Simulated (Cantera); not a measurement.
An isothermal, constant-pressure homogeneous reactor starts with 14.9 % C₃H₈, 85.1 % H₂, at 1950 K and 75.0 Torr.

Detailed kinetics in Cantera: GRI-Mech 3.0 (53 species, 325 reactions). GRI-Mech 3.0 was tuned for natural gas; its chemistry of propane as a main component is partial and can be far from experiment. GRI-Mech 3.0 stops at C3 and has no aromatics, soot or wall deposition, so with more carbon than oxygen in the feed, carbon stays in small species such as C2H2 where larger ones or solid carbon would form.

x: mole fraction; the columns are a selection and need not sum to one.

```tsv
t (s)	x C₃H₈	x H₂	x C₂H₂	x CH₂	x CH₃	x C₂H₆
0.000300	1.44e-7	0.764	0.108	…	0.00742	0.000115
0.000866	6.15e-8	0.777	0.118	…	0.00543	6.61e-5
0.00250	2.10e-8	0.798	0.129	…	0.00385	3.24e-5
0.00721	3.03e-9	0.820	0.142	…	0.00208	8.92e-6
0.0208	1.74e-10	0.834	0.150	…	0.000833	1.32e-6
0.0600	6.50e-12	0.840	0.153	…	0.000277	1.40e-7
0.173	<1e-12	0.841	0.154	…	9.73e-5	1.86e-8
0.500	<1e-12	0.842	0.154	2.64e-7	5.30e-5	6.75e-9
1.44	<1e-12	0.842	0.154	2.47e-7	4.95e-5	6.11e-9
4.16	<1e-12	0.842	0.154	2.47e-7	4.95e-5	6.11e-9
12.0	<1e-12	0.842	0.154	2.47e-7	4.95e-5	6.11e-9
34.7	<1e-12	0.842	0.154	2.47e-7	4.95e-5	6.11e-9
100	<1e-12	0.842	0.154	2.47e-7	4.95e-5	6.11e-9
```

### Question
Complete the blanks.

### Answer

- 0.000300, x CH₂: 1.53e-5
- 0.000866, x CH₂: 1.10e-5
- 0.00250, x CH₂: 8.94e-6
- 0.00721, x CH₂: 6.21e-6
- 0.0208, x CH₂: 3.27e-6
- 0.0600, x CH₂: 1.29e-6
- 0.173, x CH₂: 4.78e-7
